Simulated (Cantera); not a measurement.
A closed system holds: 1 mol Mg(OH)2, 3.3 mol CO2, 13 mol O2, equilibrated at 12.0 Torr.

Equilibrium computed with Cantera from the NASA thermochemical tables; the gas is ideal and each condensed phase is pure. Candidate condensed phases: C, C6H6, C7H8, C8H18, H2O, Mg, MgCO3, MgO, Mg(OH)2; 116 gas species. Rates play no part.

Task: At 550 °C, list the 3 most abundant gas species with their mole fractions, and the condensed phases.

Result: O2 0.751, CO2 0.191, H2O 0.0578. Condensed: MgO(s).
